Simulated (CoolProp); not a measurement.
R410A at several states: density (kg/m³) from the reference equation and from simpler models built on Tc = 71.3 °C, pc = 4.901 MPa, ω = 0.296; each cubic takes its own stable root.

Model: reference Helmholtz-energy equation of state, Lemmon 2003, in CoolProp. It is a pseudo-pure fit of the blend.

```tsv
T (°C)	p (MPa)	phase	reference	van der Waals	Redlich-Kwong	Soave-Redlich-Kwong	Peng-Robinson
-53.85	0.0144	gas	0.5768	0.5747	0.5753	0.5755	0.5756
176.65	10	supercritical	(withheld)	(withheld)	(withheld)	(withheld)	(withheld)
130.25	1.02	gas	(withheld)	(withheld)	(withheld)	23.00	23.16
216.15	1.21	gas	22.13	22.26	22.23	22.03	22.16
```

**Question.** What belongs in the gaps?

**Answer.** 
- 176.65, reference: 264.8
- 176.65, van der Waals: 296.9
- 176.65, Redlich-Kwong: 275.3
- 176.65, Soave-Redlich-Kwong: 245.3
- 176.65, Peng-Robinson: 257.4
- 130.25, reference: 23.10
- 130.25, van der Waals: 23.07
- 130.25, Redlich-Kwong: 23.12
